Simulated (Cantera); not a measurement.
Feed: 1 mol S, 8.7 mol H2O, 0.49 mol O2, held at 25.0 bar.

Method: chemical equilibrium by Gibbs-energy minimisation in Cantera with the NASA 1993 tables (ideal gas, pure condensed phases). Candidate condensed phases: H2O, H2SO4, S; 19 gas species. Gases not in the tables: S3 to S7. Equilibrium is a limit: real reactors are often held back by kinetics, nucleation or transport.

x: gas mole fraction; nothing condenses.

```
T (K)  x H2O   x SO2     x H2   x H2S     x S2      x SO
-----  -----  ------  -------  ------  -------  --------
1098   0.895  0.0687  0.00221  0.0311  0.00298   6.66e-6
1148   0.894  0.0687  0.00313  0.0303  0.00332   1.22e-5
1198   0.893  0.0688  0.00431  0.0294  0.00365   2.13e-5
1248   0.892  0.0691  0.00576  0.0285  0.00395   3.55e-5
1298   0.891  0.0694        …  0.0275  0.00422         …
1348   0.889  0.0698  0.00961  0.0264  0.00445   8.76e-5
1398   0.887  0.0704   0.0120  0.0253  0.00463  0.000131
1448   0.884  0.0711   0.0148  0.0241  0.00478  0.000190
1498   0.882  0.0719   0.0178  0.0228  0.00487  0.000269
1548   0.878  0.0728   0.0212  0.0215  0.00491  0.000371
1598   0.875  0.0739   0.0248  0.0202  0.00490  0.000502
1648   0.871  0.0750   0.0287  0.0189  0.00483  0.000664
1698   0.867  0.0762        …  0.0175  0.00471         …
1748   0.863  0.0774   0.0369  0.0161  0.00455   0.00110
```

Q: Some entries are withheld; supply them.

A: 
- 1698, x H2: 0.0327
- 1698, x SO: 0.000863
- 1298, x H2: 0.00753
- 1298, x SO: 5.67e-5
